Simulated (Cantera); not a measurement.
Low-pressure radical oxidation in H2/O2

An isothermal, constant-pressure homogeneous reactor starts with 9.88 % H2, 89.9 % O2, 0.261 % N2, at 1075 K and 0.0276 atm.

Detailed kinetics in Cantera: GRI-Mech 3.0 (53 species, 325 reactions). Radical loss at walls, strong at low pressure, is not modelled. The temperature is held fixed by assumption; the heat of reaction is taken as removed at once.

```csv
t (s),x H2,x O2,x H,x OH,x H2O,x H2O2
0.000100,0.0988,0.899,1.28e-9,5.79e-10,1.08e-9,<1e-12
0.000289,0.0988,0.899,1.79e-8,9.41e-9,3.31e-8,2.68e-12
0.000833,0.0988,0.899,2.20e-5,1.17e-5,4.54e-5,2.54e-10
0.00240,0.00372,0.854,0.0203,0.00412,0.0846,4.70e-7
0.00693,0.000830,0.883,0.00248,0.00185,0.100,4.53e-7
0.0200,0.000104,0.892,0.000104,0.000616,0.103,3.44e-7
0.0577,1.15e-5,0.893,4.14e-6,0.000211,0.104,1.71e-7
0.167,1.57e-6,0.893,2.52e-7,8.33e-5,0.104,6.74e-8
0.480,2.91e-7,0.893,2.37e-8,3.80e-5,0.104,2.49e-8
1.39,6.92e-8,0.893,3.05e-9,1.92e-5,0.104,9.08e-9
4.00,1.92e-8,0.893,4.73e-10,1.03e-5,0.104,3.27e-9
```
x: mole fraction; the columns are a selection and need not sum to one.

Equilibrium at this temperature and pressure: H2 4.64e-10, O2 0.893, H 1.90e-12, OH 1.61e-6, H2O 0.104, H2O2 1.13e-10 (gas phase only).
